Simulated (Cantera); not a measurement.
Source: NASA polynomial tables (part measured, part estimated), evaluated in Cantera. Values are per mole of reaction as written; species without (g) are pure solids or liquids, kept so even where they would boil at 1 bar.

Cl2(g) + 2 H(g) + SrO ⇌ H2O(g) + SrCl2

```
T (K)  ΔH° (kJ)  ΔS° (J/K)  ΔG° (kJ)  log10 K  condensed phases
-----  --------  ---------  --------  -------  ----------------
773      -919.5     -214.6    -753.6    50.92  SrO(s), SrCl2(s)
923         ___        ___       ___      ___  SrO(s), SrCl2(s)
1073     -910.8     -206.0    -689.7    33.58  SrO(s), SrCl2(s)
1223     -891.5     -189.1    -660.2    28.20  SrO(s), SrCl2(l)
1373     -889.6     -187.7    -631.9    24.04  SrO(s), SrCl2(l)
1523        ___        ___       ___      ___  SrO(s), SrCl2(l)
```

Problem. What belongs in the gaps?

Solution. 
- 923, ΔH° (kJ): -919.6
- 923, ΔS° (J/K): -214.8
- 923, ΔG° (kJ): -721.4
- 923, log10 K: 40.82
- 1523, ΔH° (kJ): -887.7
- 1523, ΔS° (J/K): -186.4
- 1523, ΔG° (kJ): -603.8
- 1523, log10 K: 20.71
